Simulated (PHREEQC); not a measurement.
PHREEQC input (Pitzer model, pitzer.dat):

```
SOLUTION 1
  temp 60
  units mol/kgw
  pH 7 charge
  Cl 1.276
  Ca 0.49
  Na 0.25
  Mg 0.023
END
USE solution 1
INCREMENTAL_REACTIONS false
REACTION 1
  H2O -1
  0 9.886 18.011 24.689 30.178 34.689 38.397 41.444
  43.949 46.007 47.699 49.089 50.232 moles
EQUILIBRIUM_PHASES 1
  Bischofite 0 0
  Brucite 0 0
  Halite 0 0
  Portlandite 0 0
  MgCl2_4H2O 0 0
SELECTED_OUTPUT 1
  -reset false
  -pH true
  -pe true
  -ionic_strength true
  -water true
  -activities H2O
  -totals Ca Cl Mg Na
  -molalities H+ Na+ Mg+2 Ca+2 Cl- OH- MgOH+
  -equilibrium_phases Bischofite Brucite Halite Portlandite MgCl2_4H2O
PRINT
  -reset false
END
```

Selected output (columns that matter, 13 of 13 rows; water left (kg) added in front):

```
water left (kg)	pH	mu	Ca	Cl	Mg	Na	m_H+	m_Na+	m_Mg+2	m_Ca+2	m_Cl-	m_OH-	la_H2O	Halite
1	6.1173	1.789	0.49	1.276	0.023	0.25	8.1766e-07	0.25	0.023	0.49	1.276	6.272e-07	-0.014993	0
0.821894	6.0552	2.1767	0.59618	1.5525	0.027984	0.30418	8.6146e-07	0.30418	0.027984	0.59618	1.5525	6.3952e-07	-0.018793	0
0.675514	5.9801	2.6484	0.72537	1.8889	0.034048	0.37009	9.1052e-07	0.37009	0.034048	0.72537	1.8889	6.4622e-07	-0.023748	0
0.555203	5.8877	3.2222	0.88256	2.2983	0.041426	0.45029	9.6755e-07	0.45029	0.041426	0.88256	2.2983	6.4457e-07	-0.030297	0
0.456313	5.7728	3.9205	1.0738	2.7963	0.050404	0.54787	1.0376e-06	0.54787	0.050404	1.0738	2.7963	6.3121e-07	-0.039068	0
0.375043	5.6281	4.7701	1.3065	3.4023	0.061326	0.66659	1.1299e-06	0.66659	0.061326	1.3065	3.4023	6.0257e-07	-0.05096	0
0.30824	5.4439	5.8039	1.5897	4.1396	0.074617	0.81106	1.2609e-06	0.81106	0.074617	1.5897	4.1396	5.5575e-07	-0.067255	0
0.253345	5.2082	7.0615	1.9341	5.0366	0.090785	0.9868	1.4598e-06	0.9868	0.090784	1.9341	5.0366	4.9048e-07	-0.08976	0
0.208215	4.9068	8.5921	2.3533	6.1283	0.11046	1.2007	1.7766e-06	1.2007	0.11046	2.3533	6.1283	4.1134e-07	-0.12102	0
0.171138	4.5255	10.454	2.8632	7.456	0.13439	1.4608	2.2977e-06	1.4608	0.13439	2.8632	7.456	3.2832e-07	-0.16449	0
0.140655	4.1498	12.277	3.4837	8.6298	0.16352	1.3354	3.0099e-06	1.3354	0.16352	3.4837	8.6298	3.1632e-07	-0.20929	0.062175
0.115613	3.7784	14.102	4.2383	9.6649	0.19894	0.79048	3.916e-06	0.79048	0.19894	4.2383	9.6649	3.7804e-07	-0.25691	0.15861
0.0950203	3.2589	16.6	5.1568	11.201	0.24205	0.40369	5.4467e-06	0.40369	0.24205	5.1568	11.201	4.2825e-07	-0.33576	0.21164
```

Constants without temperature data keep their 25 °C values here.
